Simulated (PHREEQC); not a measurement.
0.06 g of hydrous ferric oxide (600 m²/g; 0.2 weak and 0.005 strong sites per Fe, Dzombak-Morel constants, diffuse double layer) in 1 kg of water with 0.001 mol/kgw of an inert sodium salt and 8.9e-07 mol/kgw NaF, 2.1e-07 mol/kgw H3BO3 and 2.4e-06 mol/kgw ZnSO4, at 25 °C; the pH is set by adding NaOH or the inert anion's acid. O2 is buffered at 0.21 atm. The system is closed to CO2. Nothing may precipitate in this run.

The series has 13 steps of pH, from 3 to 9.

Computed with PHREEQC (ion-association model, wateq4f.dat).

Question: Near which pH is half of the F sorbed, and on which side is more sorbed?

Answer: Near pH 5.5, with more sorbed at lower pH.

Question: Near which pH is half of the S sorbed, and on which side is more sorbed?

Answer: Near pH 6.4, with more sorbed at lower pH.

Question: Near which pH is half of the Zn sorbed, and on which side is more sorbed?

Answer: Near pH 6.4, with more sorbed at higher pH.

Species that the database lacks are ignored. Real BF4- forms and hydrolyses slowly; the run takes it at equilibrium. The oxide is taken as insoluble; below pH 4 it would dissolve.
